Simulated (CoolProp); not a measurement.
R404A at 298.15 K and 0.702 MPa flows at 0.16 m/s in a round tube of 10 mm bore and 15 µm roughness, fully developed (64/Re and Nu = 3.66 if laminar; Colebrook and Gnielinski if turbulent). Each further row changes one setting.

Values from CoolProp's reference Helmholtz-energy equation of state, Lemmon 2003. It is a pseudo-pure fit of the blend.

```tsv
case	Reynolds number	Darcy friction factor	pressure drop (Pa/m)	heat-transfer coefficient (W/(m² K))	mass flow (kg/h)
as stated	4070	0.0412	1.67	21.4	1.43
velocity 0.32 m/s	8140	0.0347	5.61	41.5	2.86
diameter 20 mm	8140	0.0337	0.682	20.1	5.72
```

Viscosity comes from a separate model (Geller 2000). Thermal conductivity comes from a separate model (Geller 2001).
